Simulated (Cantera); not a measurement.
Adiabatic ignition

An adiabatic, constant-pressure homogeneous reactor starts with CO : H2 : CH4 : O2 : N2 = 1 : 0.51 : 0.36 : 1.76 : 21.1 (molar parts), equivalence ratio 0.84, at 1200 K and 8.30 bar.

Detailed kinetics in Cantera: GRI-Mech 3.0 (53 species, 325 reactions).

```tsv
t (s)	T (K)	x CO	x H2	x CH4	x CH2O	x H2O	x C2H6
2.00e-6	1200	0.0404	0.0206	0.0146	1.14e-11	3.16e-9	<1e-12
5.46e-6	1200	0.0404	0.0206	0.0146	1.32e-10	1.53e-8	<1e-12
1.49e-5	1200	0.0404	0.0206	0.0146	1.34e-9	7.37e-8	1.06e-11
4.07e-5	1200	0.0404	0.0206	0.0146	1.70e-8	5.51e-7	5.26e-10
0.000111	1200	0.0404	0.0206	0.0145	1.79e-6	1.73e-5	2.68e-7
0.000304	1266	0.0411	0.0183	0.0111	0.000660	0.00751	0.000163
0.000829	1977	0.000660	0.000109	<1e-12	<1e-12	0.0509	<1e-12
0.00226	1982	0.000210	4.19e-5	<1e-12	<1e-12	0.0511	<1e-12
0.00618	1982	0.000206	4.12e-5	<1e-12	<1e-12	0.0511	<1e-12
0.0169	1982	0.000206	4.12e-5	<1e-12	<1e-12	0.0511	<1e-12
0.0461	1982	0.000206	4.12e-5	<1e-12	<1e-12	0.0511	<1e-12
0.126	1982	0.000206	4.12e-5	<1e-12	<1e-12	0.0511	<1e-12
0.344	1981	0.000206	4.13e-5	<1e-12	<1e-12	0.0511	<1e-12
0.939	1980	0.000206	4.13e-5	<1e-12	<1e-12	0.0511	<1e-12
2.56	1979	0.000206	4.14e-5	<1e-12	<1e-12	0.0511	<1e-12
7.00	1978	0.000206	4.15e-5	<1e-12	<1e-12	0.0511	<1e-12
```
x: mole fraction; the columns are a selection and need not sum to one.

```yaml
time_of_steepest_temperature_rise: 0.420 ms
temperature at 7.00 s: 1978 K
equilibrium_temperature: 1978 K
x(CO) at 7.00 s: 0.000206 (gas-phase equilibrium 0.000207)
x(H2) at 7.00 s: 4.15e-5 (gas-phase equilibrium 4.15e-5)
x(CH4) at 7.00 s: <1e-12 (gas-phase equilibrium <1e-12)
```
